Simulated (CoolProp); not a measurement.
Vapour-liquid equilibrium of R1234yf (1) + R1234ze(E) (2) at 0.254 MPa; x and y are mole fractions of (1).

The numbers come from the multi-fluid Helmholtz-energy mixture model, Lemmon 2022 and Thol 2016; pair parameters Bell 2022 in CoolProp.

```
x      bubble temperature, mixture model (K)  bubble temperature, Raoult's law (K)  y, mixture model  y, Raoult's law
-----  -------------------------------------  ------------------------------------  ----------------  ---------------
0.05                                   276.8                                 276.9             0.072            0.071
0.125                                  275.8                                 276.0             0.172            0.171
0.2                                    274.9                                 275.2             0.265            0.266
0.275                                  274.0                                 274.3             0.351            0.355
0.35                                   273.1                                 273.4             0.433            0.440
0.425                                  272.3                                 272.6             0.510            0.519
0.5                                    271.6                                 271.8             0.584            0.594
0.575                                  270.8                                 271.0             0.654            0.665
0.65                                   270.1                                 270.3             0.721            0.732
0.725                                  269.4                                 269.5             0.786            0.795
0.8                                    268.7                                 268.8             0.848            0.855
0.875                                  268.0                                 268.1             0.907            0.912
0.95                                   267.3                                 267.3             0.964            0.966
```

The largest gap from Raoult's law is -0.3 K in bubble temperature, at x = 0.35. No azeotrope shows between x = 0.05 and 0.95.

The pair parameters rest on a limited set of measurements; away from them the model extrapolates.
